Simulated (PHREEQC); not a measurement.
Dissolve 0.0068 mol/kgw Cu(NO3)2, 0.00052 mol/kgw HBF4 and 0.013 mol/kgw KCl at 20 °C. Closed to the air; pH follows from the charge balance.

Computed with PHREEQC (ion-association model, wateq4f.dat).

Precipitation was switched off in this run.

Order these B species by the share of B that they hold, largest first: BF3OH-, BF4-, H3BO3, BF2(OH)2-.

H3BO3 (90 %), BF4- (5.4 %), BF2(OH)2- (2.3 %), BF3OH- (1.9 %)

The pH is 3.05 and the ionic strength 0.0341 mol/kgw. Real BF4- forms and hydrolyses slowly; the run takes it at equilibrium.
